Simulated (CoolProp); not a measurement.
Vapour-liquid equilibrium of propylene (1) + propane (2) at 0.43 MPa; x and y are mole fractions of (1).

The numbers come from the multi-fluid Helmholtz-energy mixture model, Lemmon 2013 and Lemmon 2009; pair parameters Bell 2016 in CoolProp.

Problem. Give the bubble temperature and the first vapour's composition at x = 0.125, 0.275, 0.5. Is there an azeotrope?

Solution. x = 0.125: 268.7 K, y = 0.155; x = 0.275: 267.3 K, y = 0.322; x = 0.5: 265.7 K, y = 0.547. No azeotrope shows between x = 0.05 and 0.95.

The pair parameters rest on a limited set of measurements; away from them the model extrapolates.
